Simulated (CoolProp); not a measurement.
Model: reference Helmholtz-energy equation of state, Lemmon 2006, in CoolProp. It is a short technical equation, of lower accuracy than the large ones.

Q: For C2F6 (R116), give the phase and the density (kg/m³), Joule-Thomson coefficient (K/MPa), conductivity (mW/(m K)), fugacity coefficient at 22.35 °C and 0.626 MPa; 43.45 °C and 0.626 MPa.

A: 
- 22.35 °C and 0.626 MPa: gas; density 37.8, Joule-Thomson coefficient 9.15, conductivity 14.8, fugacity coefficient 0.934
- 43.45 °C and 0.626 MPa: gas; density 34.7, Joule-Thomson coefficient 7.41, conductivity 16.4, fugacity coefficient 0.948

Thermal conductivity comes from a separate model (Huber 2003), an estimate that may be off by 10 % or more.
